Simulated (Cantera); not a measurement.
Feed: 1 mol HMDSO, 0.48 mol CO2, 43 mol H2, 2.6 mol O2, equilibrated at 1175 K and 97.5 Torr.

Method: chemical equilibrium by Gibbs-energy minimisation in Cantera with the NASA 1993 tables (ideal gas, pure condensed phases). Candidate condensed phases: C, C6H6, C7H8, C8H18, H2O, Si, SiC, SiO2; 123 gas species. The feed counts by its element totals alone. The tables hold silica as quartz up to 1696 K and as liquid above; real silica turns to tridymite and cristobalite and melts near 1996 K. Rates play no part.

Base state: H2 0.940, CO 0.0572, CH4 0.00220, H2O 0.000242, CO2 1.15e-5 (mole fractions); condensed: C(graphite) + SiO2(β-quartz).

Q: What changes in the equilibrium state with this change: temperature from 1175 K to 998 K?

A: 
| species | before | after |
|---|---|---|
| H2 | 0.940 | 0.931 |
| CO | 0.0572 | 0.0549 |
| CH4 | 0.00220 | 0.0110 |
| H2O | 0.000242 | 0.00271 |
| CO2 | 1.15e-5 | 0.000232 |
| C(graphite), mol | 3.21 | 2.88 |
| SiO2(β-quartz), mol | 2.00 | 2.00 |

Q: What changes in the equilibrium state with this change: pressure from 97.5 Torr to 10.0 Torr?

A: 
| species | before | after |
|---|---|---|
| H2 | 0.940 | 0.942 |
| CO | 0.0572 | 0.0573 |
| CH4 | 0.00220 | 0.000227 |
| H2O | 0.000242 | 2.49e-5 |
| CO2 | 1.15e-5 | 1.18e-6 |
| C(graphite), mol | 3.21 | 3.31 |
| SiO2(β-quartz), mol | 2.00 | 2.00 |

Q: What changes in the equilibrium state with this change: HMDSO replaced by Si2H6?

A: 
```json
[
 {"species": "H2", "before": "0.940", "after": "0.954"},
 {"species": "H2O", "before": "0.000242", "after": "0.0359"},
 {"species": "CO", "before": "0.0572", "after": "0.0100"},
 {"species": "CH4", "before": "0.00220", "after": "2.72e-6"},
 {"species": "CO2", "before": "1.15e-5", "after": "0.000295"},
 {"species": "C(graphite), mol", "before": "3.21", "after": "0"},
 {"species": "SiO2(β-quartz), mol", "before": "2.00", "after": "2.00"}
]
```
